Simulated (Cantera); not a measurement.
A perfectly stirred reactor is fed with C2H6 : N2 = 1 : 140 (molar parts), at 0.000237 atm; it is held at 1625 K, and followed from long to short residence time.

Computed with Cantera and GRI-Mech 3.0 (53 species, 325 reactions). GRI-Mech 3.0 stops at C3 and has no aromatics, soot or wall deposition, so with more carbon than oxygen in the feed, carbon stays in small species such as C2H2 where larger ones or solid carbon would form. Radical loss at walls, strong at low pressure, is not modelled.

One state of this run: x C2H6 = 0.00700; x CH3 = 0.000191; x C2H2 = 2.98e-11; x CH2 = 3.98e-9; x CH4 = 2.92e-7. x: mole fraction; the columns are a selection and need not sum to one.

Q: Which value of τ (s) does it belong to?
(A) 0.064
(B) 0.0035
(C) 0.0013
(D) 0.024

A: C, 0.0013
